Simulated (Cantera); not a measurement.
Feed: 1 mol S, 0.043 mol O2, 3.3 mol N2, held at 2048 K and 1 atm.

Method: chemical equilibrium by Gibbs-energy minimisation in Cantera with the NASA 1993 tables (ideal gas, pure condensed phases). Candidate condensed phases: S; 17 gas species. Rates play no part.

Base state: N2 0.862, S2 0.122, SO2 0.00780, SO 0.00601, S 0.00150, S2O 0.000836, SN 1.29e-5 (mole fractions); condensed: gas only.

What changes in the equilibrium state with this change: S replaced by CO2?


```
species   before    after
-------  -------  -------
N2         0.862    0.757
CO2            0    0.226
O2       8.57e-8   0.0109
S2         0.122        0
SO2      0.00780        0
SO       0.00601        0
CO             0  0.00419
S        0.00150        0
```
Further candidate phases: C.

What changes in the equilibrium state with this change: S replaced by H2S?


```csv
species,before,after
N2,0.862,0.695
H2,0,0.163
S2,0.122,0.0868
H2S,0,0.0252
H2O,0,0.0170
SH,0,0.00945
H,0,0.000899
```
Further candidate phases: H2O, H2SO4.
